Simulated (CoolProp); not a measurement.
The numbers come from the reference Helmholtz-energy equation of state, Lemmon 2006 in CoolProp. It is a short technical equation, of lower accuracy than the large ones.

**Question.** For hydrogen sulfide, give the phase and the cp (kJ/(kg K)), expansivity (1/kK), fugacity coefficient at 231.5 K and 436 bar; 315.3 K and 436 bar.

**Answer.** 
- 231.5 K and 436 bar: liquid; cp 1.90, expansivity 1.55, fugacity coefficient 0.0120
- 315.3 K and 436 bar: liquid; cp 1.90, expansivity 2.01, fugacity coefficient 0.109
